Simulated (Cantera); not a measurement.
Hydrocarbon pyrolysis for carbon deposition

A perfectly stirred reactor is fed with C₂H₆ : N₂ = 1 : 8.7 (molar parts), at 1.00 bar; it is held at 1925 K, and followed from long to short residence time.

Detailed kinetics in Cantera: GRI-Mech 3.0 (53 species, 325 reactions). GRI-Mech 3.0 stops at C3 and has no aromatics, soot or wall deposition, so with more carbon than oxygen in the feed, carbon stays in small species such as C2H2 where larger ones or solid carbon would form.

```json
[
 {"τ (s)": "2.2", "x C₂H₆": "3.36e-7", "x CH₄": "0.00143", "x HCN": "0.000413", "x C₂H₂": "0.0845", "x CH₃": "6.76e-5"},
 {"τ (s)": "0.96", "x C₂H₆": "7.43e-7", "x CH₄": "0.00206", "x HCN": "0.000265", "x C₂H₂": "0.0843", "x CH₃": "9.87e-5"},
 {"τ (s)": "0.41", "x C₂H₆": "1.70e-6", "x CH₄": "0.00301", "x HCN": "0.000172", "x C₂H₂": "0.0839", "x CH₃": "0.000148"},
 {"τ (s)": "0.17", "x C₂H₆": "4.01e-6", "x CH₄": "0.00442", "x HCN": "0.000112", "x C₂H₂": "0.0833", "x CH₃": "0.000226"},
 {"τ (s)": "0.074", "x C₂H₆": "8.98e-6", "x CH₄": "0.00625", "x HCN": "7.73e-5", "x C₂H₂": "0.0825", "x CH₃": "0.000336"},
 {"τ (s)": "0.031", "x C₂H₆": "2.07e-5", "x CH₄": "0.00873", "x HCN": "5.47e-5", "x C₂H₂": "0.0813", "x CH₃": "0.000508"},
 {"τ (s)": "0.013", "x C₂H₆": "4.69e-5", "x CH₄": "0.0118", "x HCN": "4.08e-5", "x C₂H₂": "0.0798", "x CH₃": "0.000764"},
 {"τ (s)": "0.0057", "x C₂H₆": "0.000100", "x CH₄": "0.0150", "x HCN": "3.21e-5", "x C₂H₂": "0.0780", "x CH₃": "0.00112"},
 {"τ (s)": "0.0024", "x C₂H₆": "0.000220", "x CH₄": "0.0189", "x HCN": "2.56e-5", "x C₂H₂": "0.0756", "x CH₃": "0.00166"},
 {"τ (s)": "0.0010", "x C₂H₆": "0.000483", "x CH₄": "0.0231", "x HCN": "2.03e-5", "x C₂H₂": "0.0723", "x CH₃": "0.00247"},
 {"τ (s)": "0.00044", "x C₂H₆": "0.00100", "x CH₄": "0.0272", "x HCN": "1.61e-5", "x C₂H₂": "0.0681", "x CH₃": "0.00357"}
]
```
x: mole fraction; the columns are a selection and need not sum to one.
